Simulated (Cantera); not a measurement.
Equilibrium for sublimation and decomposition of ceramics: MgO + C + H2

Charge: 1 mol MgO, 0.026 mol C, 0.084 mol H2, held at 0.0133 bar.

Equilibrium computed with Cantera from the NASA thermochemical tables; the gas is ideal and each condensed phase is pure. Candidate condensed phases: C, C6H6, C7H8, C8H18, H2O, Mg, MgCO3, MgO, Mg(OH)2; 116 gas species. The tables' values for MgH are old estimates; treat these amounts as uncertain. Equilibrium is a limit: real reactors are often held back by kinetics, nucleation or transport.

```tsv
T (K)	x H2	x Mg	x CO	x H2O	x H	x CO2	x OH	n MgO(s)
1823	0.615	0.191	0.191	0.000227	0.00294	1.80e-5	7.55e-8	0.974
1873	0.613	0.191	0.191	0.000525	0.00438	3.97e-5	2.91e-7	0.974
1923	0.610	0.191	0.190	0.00116	0.00637	8.39e-5	1.04e-6	0.974
1973	0.606	0.192	0.190	0.00243	0.00910	0.000170	3.47e-6	0.974
2023	0.599	0.194	0.189	0.00488	0.0127	0.000329	1.08e-5	0.973
2073	0.588	0.197	0.187	0.00929	0.0175	0.000610	3.14e-5	0.973
2123	0.571	0.203	0.184	0.0167	0.0235	0.00108	8.51e-5	0.971
2173	0.545	0.212	0.181	0.0283	0.0309	0.00181	0.000214	0.970
2223	0.510	0.226	0.175	0.0448	0.0396	0.00287	0.000503	0.967
2273	0.465	0.244	0.168	0.0663	0.0496	0.00434	0.00110	0.963
2323	0.411	0.266	0.159	0.0918	0.0605	0.00627	0.00225	0.958
2373	0.351	0.291	0.149	0.120	0.0717	0.00872	0.00433	0.951
2423	0.288	0.318	0.138	0.147	0.0825	0.0117	0.00794	0.944
2473	0.227	0.345	0.125	0.170	0.0919	0.0153	0.0138	0.934
```
x: gas mole fraction; n: condensed amount in mol.

From 1823 K to 2473 K the condensed part is MgO(s). The main Mg-bearing gas is Mg throughout.
